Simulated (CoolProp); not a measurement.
Vapour pressure (MPa) of propylene: the reference equation beside estimates from Tc = 364.2 K, pc = 4.555 MPa, ω = 0.146. Clausius-Clapeyron is anchored at 295.9 K with a constant enthalpy of vaporisation of 14.27 kJ/mol.

Computed with CoolProp (reference Helmholtz-energy equation of state, Lemmon 2013).

```json
[
 {"T (K)": "277.4", "reference": "0.6617", "Lee-Kesler": "0.6640", "Clausius-Clapeyron": "0.7410", "van der Waals": "1.386", "Soave-Redlich-Kwong": "0.6659", "Peng-Robinson": "0.6603"},
 {"T (K)": "283.5", "reference": "0.7862", "Lee-Kesler": "0.7890", "Clausius-Clapeyron": "0.8465", "van der Waals": "1.537", "Soave-Redlich-Kwong": "0.7923", "Peng-Robinson": "0.7848"},
 {"T (K)": "289.7", "reference": "0.9295", "Lee-Kesler": "0.9327", "Clausius-Clapeyron": "0.9636", "van der Waals": "1.700", "Soave-Redlich-Kwong": "0.9381", "Peng-Robinson": "0.9284"},
 {"T (K)": "295.9", "reference": "1.091", "Lee-Kesler": "1.095", "Clausius-Clapeyron": "1.091", "van der Waals": "1.875", "Soave-Redlich-Kwong": "1.103", "Peng-Robinson": "1.091"},
 {"T (K)": "302", "reference": "1.269", "Lee-Kesler": "1.273", "Clausius-Clapeyron": "1.227", "van der Waals": "2.057", "Soave-Redlich-Kwong": "1.284", "Peng-Robinson": "1.270"},
 {"T (K)": "308.2", "reference": "1.471", "Lee-Kesler": "1.474", "Clausius-Clapeyron": "1.375", "van der Waals": "2.253", "Soave-Redlich-Kwong": "1.490", "Peng-Robinson": "1.473"},
 {"T (K)": "314.3", "reference": "1.692", "Lee-Kesler": "1.695", "Clausius-Clapeyron": "1.532", "van der Waals": "2.457", "Soave-Redlich-Kwong": "1.714", "Peng-Robinson": "1.696"},
 {"T (K)": "320.5", "reference": "1.940", "Lee-Kesler": "1.942", "Clausius-Clapeyron": "1.703", "van der Waals": "2.675", "Soave-Redlich-Kwong": "1.967", "Peng-Robinson": "1.946"},
 {"T (K)": "326.6", "reference": "2.209", "Lee-Kesler": "2.211", "Clausius-Clapeyron": "1.882", "van der Waals": "2.902", "Soave-Redlich-Kwong": "2.240", "Peng-Robinson": "2.218"},
 {"T (K)": "332.8", "reference": "2.510", "Lee-Kesler": "2.512", "Clausius-Clapeyron": "2.076", "van der Waals": "3.143", "Soave-Redlich-Kwong": "2.544", "Peng-Robinson": "2.523"},
 {"T (K)": "338.9", "reference": "2.836", "Lee-Kesler": "2.837", "Clausius-Clapeyron": "2.278", "van der Waals": "3.393", "Soave-Redlich-Kwong": "2.872", "Peng-Robinson": "2.851"},
 {"T (K)": "345.1", "reference": "3.198", "Lee-Kesler": "3.199", "Clausius-Clapeyron": "2.495", "van der Waals": "3.659", "Soave-Redlich-Kwong": "3.234", "Peng-Robinson": "3.215"}
]
```

Absolute difference from the reference over all 12 rows, mean and median: Lee-Kesler 0.2 and 0.2 %, Clausius-Clapeyron 10.7 and 10.7 %, van der Waals 54.1 and 49.2 %, Soave-Redlich-Kwong 1.1 and 1.2 %, Peng-Robinson 0.3 and 0.2 %.
